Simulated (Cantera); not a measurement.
## Hydrocarbon pyrolysis for carbon deposition

A perfectly stirred reactor is fed with C2H6 : N2 = 1 : 5.8 (molar parts), at 100.0 Torr; it is held at 1275 K, and followed from long to short residence time.

Computed with Cantera and GRI-Mech 3.0 (53 species, 325 reactions). GRI-Mech 3.0 stops at C3 and has no aromatics, soot or wall deposition, so with more carbon than oxygen in the feed, carbon stays in small species such as C2H2 where larger ones or solid carbon would form.

| τ (s) | x C2H6 | x CH2 | x C2H2 | x C2H4 | x CH3 |
|---|---|---|---|---|---|
| 0.56 | 0.00319 | 1.92e-9 | 0.0713 | 0.0322 | 4.59e-5 |
| 0.19 | 0.00782 | 3.94e-9 | 0.0527 | 0.0487 | 7.16e-5 |
| 0.067 | 0.0191 | 7.78e-9 | 0.0312 | 0.0639 | 0.000112 |
| 0.023 | 0.0459 | 1.39e-8 | 0.0128 | 0.0643 | 0.000173 |
| 0.0080 | 0.0879 | 1.95e-8 | 0.00332 | 0.0426 | 0.000231 |
| 0.0028 | 0.122 | 2.05e-8 | 0.000541 | 0.0188 | 0.000252 |
| 0.00096 | 0.139 | 1.51e-8 | 5.19e-5 | 0.00599 | 0.000218 |
x: mole fraction; the columns are a selection and need not sum to one.
